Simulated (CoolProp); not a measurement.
Properties of dimethyl carbonate along the isotherm 326.85 °C.

Computed with CoolProp (reference Helmholtz-energy equation of state, Zhou 2011).

```csv
p (bar),phase,speed of sound (m/s),isothermal compressibility (1/MPa)
4.91,gas,235.5,2.095
9.82,gas,229.5,…
14.7,gas,223.2,…
19.6,gas,216.7,0.5808
24.5,gas,209.9,0.4846
29.5,gas,202.6,0.4225
34.4,gas,195.2,…
39.3,gas,187.4,0.3563
44.2,gas,…,…
49.1,supercritical,171.6,0.3318
54,supercritical,164.1,0.3296
58.9,supercritical,157.4,…
63.8,supercritical,152.3,…
68.7,supercritical,149.3,0.3274
73.6,supercritical,…,0.3067
```

Q: Some entries are withheld; supply them.

A: 
- 9.82, isothermal compressibility (1/MPa): 1.080
- 14.7, isothermal compressibility (1/MPa): 0.7460
- 34.4, isothermal compressibility (1/MPa): 0.3825
- 44.2, speed of sound (m/s): 179.5
- 44.2, isothermal compressibility (1/MPa): 0.3402
- 58.9, isothermal compressibility (1/MPa): 0.3310
- 63.8, isothermal compressibility (1/MPa): 0.3323
- 73.6, speed of sound (m/s): 149.5
